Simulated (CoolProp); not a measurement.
Vapour pressure (MPa) of R245ca: the reference equation beside estimates from Tc = 174.4 °C, pc = 3.941 MPa, ω = 0.355. Clausius-Clapeyron is anchored at -38.25 °C with a constant enthalpy of vaporisation of 32.14 kJ/mol.

The numbers come from the reference Helmholtz-energy equation of state, Zhou 2016 in CoolProp.

```tsv
T (°C)	reference	Lee-Kesler	Clausius-Clapeyron	Soave-Redlich-Kwong
-57.55	0.0008132	0.0008569	0.0008453	0.0008849
-47.95	0.001797	0.001848	0.001815	0.001901
-38.25	0.003688	___	0.003688	0.003821
-28.65	0.007004	0.007014	0.007036	0.007151
-19.05	0.01252	0.01246	0.01279	___
-9.45	0.02123	0.02108	0.02225	0.02131
0.15	0.03437	___	0.03723	0.03436
9.85	0.05368	0.05333	0.06045	0.05355
19.45	0.08051	0.08013	0.09463	0.08027
29.05	0.1170	0.1167	___	0.1167
38.65	0.1654	0.1654	0.2135	0.1652
48.35	0.2288	0.2292	___	___
57.95	0.3086	0.3096	0.4397	0.3096
```

**Question.** What belongs in the gaps?

**Answer.** 
- -38.25, Lee-Kesler: 0.003732
- -19.05, Soave-Redlich-Kwong: 0.01265
- 0.15, Lee-Kesler: 0.03411
- 29.05, Clausius-Clapeyron: 0.1440
- 48.35, Clausius-Clapeyron: 0.3103
- 48.35, Soave-Redlich-Kwong: 0.2290

Absolute difference from the reference over all 13 rows, mean and median: Lee-Kesler 1.0 and 0.5 %, Clausius-Clapeyron 13.9 and 8.3 %, Soave-Redlich-Kwong 1.8 and 0.3 %.
